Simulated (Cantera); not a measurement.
**Formation from one mole of O2**

Source: NASA polynomial tables (part measured, part estimated), evaluated in Cantera. Values are per mole of reaction as written; species without (g) are pure solids or liquids, kept so even where they would boil at 1 bar.

1.333 Ti + O2(g) = 0.6667 Ti2O3

```
T (K)  ΔH° (kJ)  ΔS° (J/K)  ΔG° (kJ)  log10 K  condensed phases
-----  --------  ---------  --------  -------  ----------------
1700     -991.7     -166.6    -708.5    21.77   Ti(β), Ti2O3(s)
1775     -990.6     -166.0    -696.0    20.48   Ti(β), Ti2O3(s)
1850     -989.6     -165.4    -683.6    19.30   Ti(β), Ti2O3(s)
1925     -988.7     -164.9    -671.2    18.21   Ti(β), Ti2O3(s)
2000    -1007.8     -174.8    -658.3    17.19   Ti(l), Ti2O3(s)
2075    -1007.7     -174.7    -645.2    16.24   Ti(l), Ti2O3(s)
2150     -937.7     -141.6    -633.2    15.38   Ti(l), Ti2O3(l)
```

2 H2(g) + O2(g) = 2 H2O(g)

```csv
T (K),ΔH° (kJ),ΔS° (J/K),ΔG° (kJ),log10 K
1700,-501.5,-115.2,-305.7,9.39
1775,-501.9,-115.4,-297.1,8.74
1850,-502.2,-115.5,-288.4,8.14
1925,-502.4,-115.7,-279.8,7.59
2000,-502.7,-115.8,-271.1,7.08
2075,-502.9,-115.9,-262.4,6.61
2150,-503.1,-116.0,-253.7,6.16
```

Nb + O2(g) = NbO2(g)

```csv
T (K),ΔH° (kJ),ΔS° (J/K),ΔG° (kJ),log10 K
1700,-211.1,17.9,-241.6,7.42
1775,-211.9,17.4,-242.9,7.15
1850,-212.8,16.9,-244.2,6.89
1925,-213.8,16.4,-245.4,6.66
2000,-214.8,15.9,-246.7,6.44
2075,-215.8,15.4,-247.8,6.24
2150,-216.9,14.9,-249.0,6.05
```

2 C + O2(g) = 2 CO(g)

```
T (K)  ΔH° (kJ)  ΔS° (J/K)  ΔG° (kJ)  log10 K
-----  --------  ---------  --------  -------
1700     -233.3      169.6    -521.6    16.03
1775     -234.4      169.0    -534.3    15.72
1850     -235.5      168.3    -547.0    15.44
1925     -236.7      167.7    -559.6    15.18
2000     -237.8      167.1    -572.1    14.94
2075     -239.0      166.6    -584.6    14.72
2150     -240.2      166.0    -597.1    14.51
```
